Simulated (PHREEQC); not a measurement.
Solution A (24 mmol/kgw H2SO4, 0.13 mmol/kgw Al(NO3)3 and 1.4 mmol/kgw H3BO3) is mixed with solution B (0.0021 mol HF and 0.00038 mol NaF per kg of water) at 45 °C; shares are by mass of water, 1 kg in all. Oxygen is held at 0.21 atm. CO2 from the air is kept out. The run lets Al(OH)3(a), Basaluminite, Mirabilite precipitate or redissolve, and no other solid.

Equilibrium calculation in PHREEQC: ion-association model, wateq4f.dat.

| share of solution B | pH | HF (mol/kgw) | AlSO4+ (mol/kgw) | HSO4- (mol/kgw) | AlF2+ (mol/kgw) | F- (mol/kgw) |
|---|---|---|---|---|---|---|
| 0 | 1.57 | 0 | 9.57e-5 | 0.0169 | 0 | 0 |
| 0.1 | 1.61 | 0.000113 | 1.80e-5 | 0.0149 | 3.80e-5 | 2.58e-6 |
| 0.2 | 1.65 | 0.000313 | 3.19e-6 | 0.0130 | 6.54e-5 | (withheld) |
| 0.3 | 1.70 | 0.000553 | 7.87e-7 | (withheld) | 6.58e-5 | 1.53e-5 |
| 0.4 | 1.76 | 0.000802 | 2.35e-7 | 0.00907 | 5.67e-5 | 2.51e-5 |
| 0.5 | 1.83 | 0.00105 | 7.37e-8 | 0.00719 | 4.47e-5 | 3.81e-5 |
| 0.6 | 1.91 | 0.00130 | 2.18e-8 | 0.00537 | 3.22e-5 | 5.63e-5 |
| 0.7 | 2.02 | 0.00154 | 5.33e-9 | (withheld) | 2.05e-5 | 8.40e-5 |
| 0.8 | 2.17 | 0.00175 | 8.55e-10 | 0.00208 | 1.05e-5 | 0.000134 |
| 0.9 | 2.43 | 0.00190 | 4.46e-11 | 0.000744 | 3.19e-6 | 0.000257 |
| 1 | 3.19 | 0.00142 | 0 | 0 | 0 | 0.00104 |

Fill in the missing entries.


- 0.2, F- (mol/kgw): 7.83e-6
- 0.3, HSO4- (mol/kgw): 0.0110
- 0.7, HSO4- (mol/kgw): 0.00365

Species that the database lacks are ignored. Away from 25 °C the constants follow the database's enthalpies or fits; those with neither stay at their 25 °C values. Real BF4- forms and hydrolyses slowly; the run takes it at equilibrium. Fluoro complexes past AlF4- and FeF3 are missing from the database.
